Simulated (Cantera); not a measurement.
Gas activation for diamond growth

An isothermal, constant-pressure homogeneous reactor starts with CH₄ : H₂ : O₂ = 0.0086 : 1 : 0.0035 (molar parts), at 2950 K and 0.0263 atm.

Detailed kinetics in Cantera: GRI-Mech 3.0 (53 species, 325 reactions). Radical loss at walls, strong at low pressure, is not modelled.

```
t (s)        x CH₄   x H₂      x O₂      x CO     x CH₂
--------  --------  -----  --------  --------  --------
5.00e-5    0.00705  0.978   0.00278   5.26e-6   2.60e-5
0.000144   0.00531  0.958  0.000669   5.05e-5  0.000124
0.000416   0.00256  0.934   1.05e-7  0.000186  0.000220
0.00120   0.000480  0.910   2.04e-8  0.000723  0.000105
0.00347   0.000114  0.879   2.24e-8   0.00230   5.40e-5
0.0100     2.26e-5  0.818   5.26e-9   0.00505   2.98e-5
0.0289     1.11e-6  0.698  2.17e-12   0.00581   5.82e-6
0.0833     1.29e-7  0.535    <1e-12   0.00526   2.75e-6
0.240      5.87e-8  0.448    <1e-12   0.00497   2.53e-6
0.693      5.52e-8  0.441    <1e-12   0.00494   2.51e-6
2.00       5.52e-8  0.441    <1e-12   0.00494   2.51e-6
```
x: mole fraction; the columns are a selection and need not sum to one.

Equilibrium at this temperature and pressure: CH₄ 5.53e-8, H₂ 0.441, O₂ <1e-12, CO 0.00494, CH₂ 2.52e-6 (gas phase only).
